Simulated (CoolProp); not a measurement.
trans-2-butene along the isotherm 525 K: density (kg/m³) from the reference equation and from simpler models built on Tc = 428.6 K, pc = 40.19 bar, ω = 0.210; each cubic takes its own stable root.

Values from CoolProp's reference Helmholtz-energy equation of state, Lemmon 2005. It is a short technical equation, of lower accuracy than the large ones.

```csv
p (bar),phase,reference
0.191,gas,0.2457
0.28,gas,0.3603
0.411,gas,0.5292
0.603,gas,0.7771
0.885,gas,1.142
1.3,gas,1.681
1.91,gas,2.476
2.8,gas,3.644
4.11,gas,5.380
6.03,gas,7.963
8.85,gas,11.84
13,gas,17.74
19.1,gas,26.87
28,gas,41.28
41.1,supercritical,65.30
60.3,supercritical,107.9
```

How far does each simpler model (ideal gas, van der Waals, Redlich-Kwong, Soave-Redlich-Kwong) lie from the reference over these 16 states: mean and median of the absolute difference, and the worst?


- ideal gas: mean 5.4 %, median 1.5 %, worst -28.2 % at 525 K and 60.3 bar
- van der Waals: mean 0.8 %, median 0.0 %, worst +8.1 % at 525 K and 60.3 bar
- Redlich-Kwong: mean 0.4 %, median 0.1 %, worst +2.7 % at 525 K and 60.3 bar
- Soave-Redlich-Kwong: mean 0.5 %, median 0.1 %, worst -3.8 % at 525 K and 60.3 bar
